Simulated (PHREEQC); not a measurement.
Solution (20 °C): 84 mmol/kgw Na2HAsO4. Closed to the air; pH follows from the charge balance.

All values are PHREEQC results (ion-association model, wateq4f.dat), not measurements.

```yaml
pH: 8.91
ionic_strength: 0.253 mol/kgw
total_alkalinity: 84.0 meq/kg
```

```json
[
 {"species": "Na+", "molality": "0.168", "activity": "0.123", "log γ": "-0.134"},
 {"species": "HAsO4-2", "molality": "0.0828", "activity": "0.0248", "log γ": "-0.523"},
 {"species": "H2AsO4-", "molality": "0.000609", "activity": "0.000450", "log γ": "-0.131"},
 {"species": "AsO4-3", "molality": "0.000601", "activity": "3.99e-5", "log γ": "-1.178"},
 {"species": "OH-", "molality": "7.98e-6", "activity": "5.50e-6", "log γ": "-0.161"},
 {"species": "H+", "molality": "1.55e-9", "activity": "1.23e-9", "log γ": "-0.102"}
]
```

Precipitation was switched off in this run. Complexes and solids missing from the database can't appear.
